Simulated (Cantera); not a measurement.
A closed system holds: 1 mol TiO2, 1.7 mol HCl, 3 mol H2, equilibrated at 1275 K and 75.0 Torr.

Cantera equilibrium calculation (NASA polynomials, part measured and part estimated; ideal gas, pure solids and liquids). Candidate condensed phases: H2O, Ti, TiCl2, TiCl3, TiCl4, TiO, TiO2, Ti2O3, Ti3O5, Ti4O7; 23 gas species. Mutual solubility and eutectic melting of coexisting phases are not modelled. Condensed phases not in the tables: Magnéli phases beyond Ti4O7. Rates play no part.

Base state: H2 0.638, HCl 0.361, H2O 0.00149, TiCl4 0.000212, TiCl3 8.08e-5 (mole fractions); condensed: TiO2(rutile) + Ti4O7(s).

### Question
What changes in the equilibrium state with this change: TiO2 replaced by Fe?

### Answer
```
species              before   after
-----------------  --------  ------
H2                    0.638   0.686
HCl                   0.361   0.266
FeCl2                     0  0.0477
TiCl4              0.000212       0
H2O                 0.00149       0
TiCl3               8.08e-5       0
TiO2(rutile), mol     0.982       0
Ti4O7(s), mol       0.00427       0
Fe(γ), mol                0   0.775
```
Further candidate phases: Fe, FeCl2, FeCl3.
